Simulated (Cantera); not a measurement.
Charge: 1 mol Si2Cl6, 2.6 mol HCl, 100 mol H2, at 1.88 Torr.

Equilibrium computed with Cantera from the NASA thermochemical tables; the gas is ideal and each condensed phase is pure. Candidate condensed phases: Si; 19 gas species. The feed counts by its element totals alone. The tables' values for SiCl, SiCl3 are old estimates; treat these amounts as uncertain. Gases not in the tables: Si2H6 and higher silanes. Kinetics and transport are ignored. All values below are at 1675 K.

Base state: H2 0.929, HCl 0.0563, SiCl2 0.0123, H 0.00224, Si 0.000174, Cl 0.000106, SiCl 9.74e-5, SiCl3 3.29e-5 (mole fractions); condensed: Si(s).

Question: What changes in the equilibrium state with this change: Si2Cl6 replaced by SiHCl3?

Answer: 
| species | before | after |
|---|---|---|
| H2 | 0.929 | 0.950 |
| HCl | 0.0563 | 0.0407 |
| SiCl2 | 0.0123 | 0.00629 |
| SiCl3 | 3.29e-5 | 1.20e-5 |
| Cl | 0.000106 | 7.57e-5 |
| SiCl | 9.74e-5 | 6.96e-5 |
| SiH2 | 1.04e-5 | 1.07e-5 |
| H | 0.00224 | 0.00226 |
| Si(s), mol | 0.660 | 0.312 |
